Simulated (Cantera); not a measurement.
Charge: 1 mol SiC, 0.06 mol H2O, 57 mol N2, 0.0068 mol O2, held at 1350 K and 0.133 bar.

These are equilibrium values from Cantera (NASA tables, ideal gas, pure condensed phases), not measurements of a reactor. Candidate condensed phases: C, C6H6, C7H8, C8H18, H2O, Si, SiC, SiO2, Si2N2O, Si3N4; 151 gas species. N2 is the only nitrogen source here; it is nearly inert below about 1500 K, so the nitride shown seldom forms there in practice. Mutual solubility and eutectic melting of coexisting phases are not modelled. Equilibrium is a limit: real reactors are often held back by kinetics, nucleation or transport.

Base state: N2 0.999, H2 0.00106, CO 1.84e-5, HCN 1.06e-5 (mole fractions); condensed: C(graphite) + Si2N2O(s) + Si3N4(s).

Question: What changes in the equilibrium state with this change: temperature from 1350 K to 2025 K?

Answer: 
```csv
species,before,after
N2,0.999,0.997
H2,0.00106,0.000937
CO,1.84e-5,0.000753
SiO,2.65e-9,0.000535
Si,<1e-9,0.000223
SiN,<1e-9,1.99e-5
Si2N,<1e-9,1.30e-5
H,2.12e-7,0.000161
HCN,1.06e-5,5.85e-5
"C(graphite), mol",0.998,0
"Si2N2O(s), mol",0.0726,0
"Si3N4(s), mol",0.285,0
"SiC(s), mol",0,0.953
```
The tables' values for SiN are old estimates; treat these amounts as uncertain.

Question: What changes in the equilibrium state with this change: 2 mol CH4 added?

Answer: 
```csv
species,before,after
N2,0.999,0.933
H2,0.00106,0.0671
HCN,1.06e-5,8.15e-5
CO,1.84e-5,1.80e-5
"C(graphite), mol",0.998,2.99
"Si2N2O(s), mol",0.0726,0.0725
"Si3N4(s), mol",0.285,0.285
```
